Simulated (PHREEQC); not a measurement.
Leach liquor (model solution)

A solution holds 0.0094 mol/kgw HCl, 7.2e-05 mol/kgw MnSO4 and 0.0002 mol/kgw MgSO4, at 44 °C. Closed to the air; pH follows from the charge balance.

The numbers come from PHREEQC with the ion-association model, wateq4f.dat.

```yaml
pH: 2.07
ionic_strength: 0.0102 mol/kgw
total_alkalinity: -9.40 meq/kg
```

```json
[
 {"species": "Cl-", "molality": "0.00940", "activity": "0.00842", "log γ": "-0.048"},
 {"species": "H+", "molality": "0.00927", "activity": "0.00844", "log γ": "-0.041"},
 {"species": "Mg+2", "molality": "0.000196", "activity": "0.000130", "log γ": "-0.178"},
 {"species": "SO4-2", "molality": "0.000138", "activity": "9.05e-5", "log γ": "-0.183"},
 {"species": "HSO4-", "molality": "0.000129", "activity": "0.000116", "log γ": "-0.046"},
 {"species": "Mn+2", "molality": "6.92e-5", "activity": "4.60e-5", "log γ": "-0.178"},
 {"species": "MgSO4", "molality": "4.35e-6", "activity": "4.36e-6", "log γ": "0.001"},
 {"species": "MnCl+", "molality": "1.75e-6", "activity": "1.58e-6", "log γ": "-0.046"},
 {"species": "MnSO4", "molality": "1.04e-6", "activity": "1.04e-6", "log γ": "0.001"},
 {"species": "MnCl2", "molality": "5.79e-9", "activity": "5.80e-9", "log γ": "0.001"}
]
```

No solid was allowed to form. Complexes and solids missing from the database can't appear. Away from 25 °C the constants follow the database's enthalpies or fits; those with neither stay at their 25 °C values.
